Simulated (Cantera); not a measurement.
Cantera run:

```python
import numpy as np
import cantera as ct

gas_names = [...]  # 87 gases of nasa_gas.yaml made of C, H, Si
cond_names = """
    C(gr) C6H6(L) C7H8(L) C8H18(L),n-octa Si(cr) Si(L) SiC(b)
""".split()


# ... load() reads the species with a 1 bar reference pressure and builds the phases ...
atoms = {
    'Si(CH3)4': {'Si': 1, 'C': 4, 'H': 12},
    'H2': {'H': 2},
    'CH4': {'C': 1, 'H': 4},
}
top_T = {'C(gr)': 4500, 'SiC(b)': 3050}  # K; cautious upper limits of use, not melting points


# ... equilibrate(T, P, feed) seeds the gas with the atoms and calls Mixture.equilibrate('TP', solver="vcs", rtol=1e-11, max_steps=5000) ...
results = []
feed = {'Si(CH3)4': 1, 'H2': 540, 'CH4': 0.018}  # mol
P = 95000  # Pa
for T in [1450, 1500, 1550, 1600, 1650, 1700, 1750, 1800, 1850, 1900, 1950, 2000]:
    mix = equilibrate(T, P, feed)
    results.append((T, P, feed, dict(zip(mix.species_names, mix.species_moles))))
    x = sorted(zip(gas.X, gas.species_names), reverse=True)
    print(f"T = {T:g} K  P = {P:g} Pa  gas = {mix.phase_moles(0):.4g} mol")
    print("   x: " + "  ".join(f"{s} {v:.3e}" for v, s in x if v > 1e-05))
    print("   condensed (mol): " + ("  ".join(f"{mix.phase(i).name} {mix.phase_moles(i):.4g}"
          for i in range(1, mix.n_phases) if mix.phase_moles(i) > 1e-12) or "none"))
```

Result:

```
T = 1450 K  P = 95000 Pa  gas = 544.3 mol
   x: H2 9.969e-01  CH4 3.117e-03
   condensed (mol): C(gr) 1.313  SiC(b) 1
T = 1500 K  P = 95000 Pa  gas = 544.7 mol
   x: H2 9.975e-01  CH4 2.429e-03  H 1.804e-05
   condensed (mol): C(gr) 1.682  SiC(b) 1
T = 1550 K  P = 95000 Pa  gas = 545 mol
   x: H2 9.980e-01  CH4 1.924e-03  H 3.228e-05  C2H2,acetylene 1.601e-05
   condensed (mol): C(gr) 1.949  SiC(b) 1
T = 1600 K  P = 95000 Pa  gas = 545.2 mol
   x: H2 9.984e-01  CH4 1.546e-03  H 5.574e-05  C2H2,acetylene 2.746e-05
   condensed (mol): C(gr) 2.141  SiC(b) 1
T = 1650 K  P = 95000 Pa  gas = 545.4 mol
   x: H2 9.986e-01  CH4 1.259e-03  H 9.314e-05  C2H2,acetylene 4.555e-05
   condensed (mol): C(gr) 2.277  SiC(b) 0.9999
T = 1700 K  P = 95000 Pa  gas = 545.5 mol
   x: H2 9.987e-01  CH4 1.038e-03  H 1.511e-04  C2H2,acetylene 7.331e-05
   condensed (mol): C(gr) 2.366  SiC(b) 0.9999
T = 1750 K  P = 95000 Pa  gas = 545.6 mol
   x: H2 9.988e-01  CH4 8.654e-04  H 2.385e-04  C2H2,acetylene 1.148e-04
   condensed (mol): C(gr) 2.415  SiC(b) 0.9997
T = 1800 K  P = 95000 Pa  gas = 545.7 mol
   x: H2 9.987e-01  CH4 7.291e-04  H 3.671e-04  C2H2,acetylene 1.752e-04
   condensed (mol): C(gr) 2.422  SiC(b) 0.9995
T = 1850 K  P = 95000 Pa  gas = 545.8 mol
   x: H2 9.986e-01  CH4 6.201e-04  H 5.523e-04  C2H2,acetylene 2.612e-04
   condensed (mol): C(gr) 2.387  SiC(b) 0.9991
T = 1900 K  P = 95000 Pa  gas = 546 mol
   x: H2 9.983e-01  H 8.135e-04  CH4 5.321e-04  C2H2,acetylene 3.812e-04
   condensed (mol): C(gr) 2.303  SiC(b) 0.9983
T = 1950 K  P = 95000 Pa  gas = 546.1 mol
   x: H2 9.978e-01  H 1.175e-03  C2H2,acetylene 5.453e-04  CH4 4.602e-04  CH3 1.079e-05
   condensed (mol): C(gr) 2.163  SiC(b) 0.9969
T = 2000 K  P = 95000 Pa  gas = 546.3 mol
   x: H2 9.971e-01  H 1.666e-03  C2H2,acetylene 7.660e-04  CH4 4.009e-04  CH3 1.326e-05
   condensed (mol): C(gr) 1.954  SiC(b) 0.9944
```

Method: chemical equilibrium by Gibbs-energy minimisation in Cantera with the NASA 1993 tables (ideal gas, pure condensed phases).
